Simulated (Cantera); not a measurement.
Predominance diagram of Ta at 1250 K against the partial pressures of O2 and CO (log10, bar). Standard-state values (1 bar) from the NASA 1993 polynomials, evaluated with Cantera. Candidates: Ta(s), TaC(s), Ta2O5(s). Only these pure phases compete in this equilibrium. TaC: taken at fixed stoichiometry. Not in the tables: Ta2C.

Task: Which phase is stable at these pairs, and which metal-bearing vapour leads over it? (-22, -2.1); (-8.4, -10); (-15.2, -2.1); (-12.5, -6.4); (-15.2, -4.3); (-0.3, -9.3); (-1.7, -7.9)

Result: 
| log p(O2) | log p(CO) | phase | chief vapour | log p (bar) |
|---|---|---|---|---|
| -22 | -2.1 | TaC(s) | TaO2 | -17.6 |
| -8.4 | -10 | Ta2O5(s) | TaO2 | -19.4 |
| -15.2 | -2.1 | Ta2O5(s) | TaO2 | -17.7 |
| -12.5 | -6.4 | Ta2O5(s) | TaO2 | -18.4 |
| -15.2 | -4.3 | Ta2O5(s) | TaO2 | -17.7 |
| -0.3 | -9.3 | Ta2O5(s) | TaO2 | -21.4 |
| -1.7 | -7.9 | Ta2O5(s) | TaO2 | -21.1 |
